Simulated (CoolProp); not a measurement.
The fluid at 382.21 K and 0.112 MPa is throttled through a valve to 0.0198 MPa with no heat exchange. The same conditions are run with several fluids, on thermodynamics alone (safety and materials aside).

Model: reference Helmholtz-energy equation of state of each fluid (R115: Lemmon 2016; propane: Lemmon 2009; isohexane: Lemmon 2006; fluoroethane (R161): Wu 2012; chloromethane (R40): Thol 2014), in CoolProp.

Task: Rank R115, propane, isohexane, fluoroethane (R161), chloromethane (R40) by temperature change (K), highest first.

Result: R115 (-0.6), propane (-0.8), fluoroethane (R161) (-0.9), chloromethane (R40) (-1.5), isohexane (-1.7)

```csv
fluid,final density (kg/m³)
R115,0.966
propane,0.276
isohexane,0.542
fluoroethane (R161),0.301
chloromethane (R40),0.316
```
